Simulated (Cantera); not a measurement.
**Adiabatic ignition**

An adiabatic, constant-pressure homogeneous reactor starts with 2.43 % CO, 0.948 % H2, 2.92 % CH4, 18.8 % O2, 70.8 % N2, 4.13 % CO2, at 1450 K and 8.88 atm.

Computed with Cantera and GRI-Mech 3.0 (53 species, 325 reactions).

```csv
t (s),T (K),x CO,x H2,x CH4,x C2H4,x C2H6,x NO2
3.00e-6,1450,0.0243,0.00948,0.0292,3.55e-11,6.68e-10,<1e-12
9.54e-6,1450,0.0243,0.00948,0.0292,4.10e-9,6.71e-8,<1e-12
3.04e-5,1452,0.0243,0.00936,0.0288,4.49e-6,4.95e-5,<1e-12
9.65e-5,2237,0.00441,0.000342,<1e-12,<1e-12,<1e-12,1.02e-7
0.000307,2275,0.000940,0.000120,<1e-12,<1e-12,<1e-12,2.03e-7
0.000977,2275,0.000938,0.000120,<1e-12,<1e-12,<1e-12,6.02e-7
0.00311,2274,0.000933,0.000120,<1e-12,<1e-12,<1e-12,1.84e-6
0.00988,2271,0.000919,0.000118,<1e-12,<1e-12,<1e-12,5.48e-6
0.0314,2264,0.000885,0.000114,<1e-12,<1e-12,<1e-12,1.40e-5
0.100,2256,0.000850,0.000110,<1e-12,<1e-12,<1e-12,2.35e-5
```
x: mole fraction; the columns are a selection and need not sum to one.

- time of steepest temperature rise = 71.8 µs
- temperature at 0.100 s = 2256 K
- equilibrium temperature = 2255 K
- x(CO) at 0.100 s = 0.000850 (gas-phase equilibrium 0.000844)
- x(H2) at 0.100 s = 0.000110 (gas-phase equilibrium 0.000109)
- x(CH4) at 0.100 s = <1e-12 (gas-phase equilibrium <1e-12)
